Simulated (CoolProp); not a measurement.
R227EA along the isotherm 475 K: fugacity coefficient from the reference equation and from simpler models built on Tc = 374.9 K, pc = 29.25 bar, ω = 0.358; each cubic takes its own stable root.

Model: reference Helmholtz-energy equation of state, Lemmon 2016, in CoolProp.

```json
[
 {"p (bar)": "5.22", "phase": "gas", "reference": "0.9747", "van der Waals": "0.9709", "Peng-Robinson": "0.9714"},
 {"p (bar)": "10.4", "phase": "gas", "reference": "0.9503", "van der Waals": "0.9422", "Peng-Robinson": "0.9440"},
 {"p (bar)": "15.7", "phase": "gas", "reference": "0.9258", "van der Waals": "0.9133", "Peng-Robinson": "0.9169"},
 {"p (bar)": "20.9", "phase": "gas", "reference": "0.9025", "van der Waals": "0.8851", "Peng-Robinson": "0.8914"},
 {"p (bar)": "26.1", "phase": "gas", "reference": "0.8797", "van der Waals": "0.8572", "Peng-Robinson": "0.8668"},
 {"p (bar)": "31.3", "phase": "supercritical", "reference": "0.8575", "van der Waals": "0.8296", "Peng-Robinson": "0.8433"},
 {"p (bar)": "36.6", "phase": "supercritical", "reference": "0.8354", "van der Waals": "0.8017", "Peng-Robinson": "0.8203"},
 {"p (bar)": "41.8", "phase": "supercritical", "reference": "0.8145", "van der Waals": "0.7748", "Peng-Robinson": "0.7988"},
 {"p (bar)": "47", "phase": "supercritical", "reference": "0.7942", "van der Waals": "0.7484", "Peng-Robinson": "0.7784"},
 {"p (bar)": "52.2", "phase": "supercritical", "reference": "0.7746", "van der Waals": "0.7227", "Peng-Robinson": "0.7590"},
 {"p (bar)": "57.5", "phase": "supercritical", "reference": "0.7554", "van der Waals": "0.6976", "Peng-Robinson": "0.7403"},
 {"p (bar)": "62.7", "phase": "supercritical", "reference": "0.7375", "van der Waals": "0.6747", "Peng-Robinson": "0.7231"},
 {"p (bar)": "67.9", "phase": "supercritical", "reference": "0.7204", "van der Waals": "0.6537", "Peng-Robinson": "0.7070"},
 {"p (bar)": "73.1", "phase": "supercritical", "reference": "0.7043", "van der Waals": "0.6347", "Peng-Robinson": "0.6919"}
]
```
